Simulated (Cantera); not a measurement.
Source: NASA polynomial tables (part measured, part estimated), evaluated in Cantera. Values are per mole of reaction as written; species without (g) are pure solids or liquids, kept so even where they would boil at 1 bar.

**Question.** Between 823 and 1823 K, where is each reaction favourable under standard conditions?
- 6 H(g) + Si₃N₄ → 3 SiH₂(g) + 4 N(g)
- SiH₄(g) → Si + 4 H(g)

**Answer.** 
- 6 H(g) + Si₃N₄ → 3 SiH₂(g) + 4 N(g): ΔG° is 1716 kJ at 823 K and 1327 kJ at 1823 K; it stays positive (K < 1). ΔH° is 2008 kJ and ΔS° 374 J/K at 1823 K.
- SiH₄(g) → Si + 4 H(g): ΔG° is 597 kJ at 823 K and 262 kJ at 1823 K; it stays positive (K < 1). ΔH° is 931 kJ and ΔS° 367 J/K at 1823 K.
